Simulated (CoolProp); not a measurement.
Ammonia at 205 K and 0.00742 MPa flows at 0.11 m/s in a round tube of 1 mm bore and 1.5 µm roughness, fully developed (64/Re and Nu = 3.66 if laminar; Colebrook and Gnielinski if turbulent). Each further row changes one setting.

Model: reference Helmholtz-energy equation of state, Gao 2020, in CoolProp.

| case | Reynolds number | Darcy friction factor | pressure drop (Pa/m) | heat-transfer coefficient (W/(m² K)) | mass flow (kg/h) |
|---|---|---|---|---|---|
| as stated | … | … | … | 72.3 | … |
| velocity 0.22 m/s | 2.31 | 27.7 | … | 72.3 | … |
| diameter 2 mm | 2.31 | 27.7 | 6.24 | … | 9.26e-5 |

Q: Fill in the missing entries.

A: 
- as stated, Reynolds number: 1.16
- as stated, Darcy friction factor: 55.4
- as stated, pressure drop (Pa/m): 24.9
- as stated, mass flow (kg/h): 2.32e-5
- velocity 0.22 m/s, pressure drop (Pa/m): 49.9
- velocity 0.22 m/s, mass flow (kg/h): 4.63e-5
- diameter 2 mm, heat-transfer coefficient (W/(m² K)): 36.1

Viscosity comes from a separate model (Fenghour 1995). Thermal conductivity comes from a separate model (Tufeu 1984).
